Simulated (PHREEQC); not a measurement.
Make-up at 65 °C: 0.1 mol CuSO4, 0.00079 mol CaCl2, 4.5e-05 mol H2SO4 and 0.23 mol Na2SO4 per kg of water. Closed to the air; pH follows from the charge balance.

Computed with PHREEQC (ion-association model, phreeqc.dat).

| Quantity | Result |
|---|---|
| pH | 4.38 |
| ionic strength | 0.701 mol/kgw |
| activity of water | 0.987 |
| density | 1.023 g/cm³ |
| total alkalinity | -0.0900 meq/kg |

```csv
species,molality,activity,log γ
Na+,0.382,0.265,-0.158
SO4-2,0.193,0.0308,-0.797
NaSO4-,0.0782,0.0512,-0.184
CuSO4,0.0580,0.0681,0.070
Cu+2,0.0414,0.00849,-0.688
Cl-,0.00140,0.000849,-0.217
HSO4-,0.000455,0.000333,-0.135
CaSO4,0.000454,0.000533,0.070
```

This is a speciation only: nothing precipitates in the calculation. Ionic strength above about 0.7 mol/kgw puts this run outside the model's range. Constants without temperature data keep their 25 °C values here.
